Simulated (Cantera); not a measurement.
# Hydrocarbon pyrolysis for carbon deposition

An isothermal, constant-pressure homogeneous reactor starts with CH4 : H2 : H2O = 1 : 5.8 : 0.045 (molar parts), at 1650 K and 23.3 Torr.

Computed with Cantera and GRI-Mech 3.0 (53 species, 325 reactions). GRI-Mech 3.0 stops at C3 and has no aromatics, soot or wall deposition, so with more carbon than oxygen in the feed, carbon stays in small species such as C2H2 where larger ones or solid carbon would form. Radical loss at walls, strong at low pressure, is not modelled.

| t (s) | x CH4 | x H2 | x C2H | x C2H2 | x CH2 |
|---|---|---|---|---|---|
| 0.000300 | 0.146 | 0.847 | <1e-12 | 6.75e-12 | 1.31e-10 |
| 0.000675 | 0.146 | 0.847 | <1e-12 | 2.09e-10 | 7.01e-10 |
| 0.00152 | 0.146 | 0.847 | <1e-12 | 6.74e-9 | 3.58e-9 |
| 0.00342 | 0.146 | 0.847 | <1e-12 | 2.42e-7 | 1.74e-8 |
| 0.00770 | 0.145 | 0.847 | 7.09e-12 | 9.41e-6 | 7.65e-8 |
| 0.0173 | 0.143 | 0.848 | 3.72e-10 | 0.000273 | 2.27e-7 |
| 0.0390 | 0.137 | 0.852 | 4.15e-9 | 0.00256 | 3.00e-7 |
| 0.0877 | 0.124 | 0.859 | 1.42e-8 | 0.00857 | 2.85e-7 |
| 0.197 | 0.101 | 0.872 | 3.24e-8 | 0.0189 | 2.54e-7 |
| 0.444 | 0.0693 | 0.890 | 5.99e-8 | 0.0328 | 2.06e-7 |
| 1.00 | 0.0388 | 0.908 | 9.21e-8 | 0.0464 | 1.44e-7 |
x: mole fraction; the columns are a selection and need not sum to one.

Equilibrium at this temperature and pressure: CH4 0.00133, H2 0.933, C2H 1.40e-7, C2H2 0.0598, CH2 7.69e-9 (gas phase only).
